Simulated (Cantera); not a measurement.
Charge: 1 mol Al(CH3)3, 8.9 mol NH3, 51 mol N2, at 0.133 bar.

Equilibrium computed with Cantera from the NASA thermochemical tables; the gas is ideal and each condensed phase is pure. Candidate condensed phases: Al, AlN, C, C6H6, C7H8, C8H18; 97 gas species. The feed counts by its element totals alone. Equilibrium is a limit: real reactors are often held back by kinetics, nucleation or transport.

Problem. At 450 °C, list the 4 most abundant gas species with their mole fractions, and the condensed phases.

Solution. N2 0.776, H2 0.197, CH4 0.0275, NH3 7.19e-5. Condensed: AlN(s) + C(graphite).
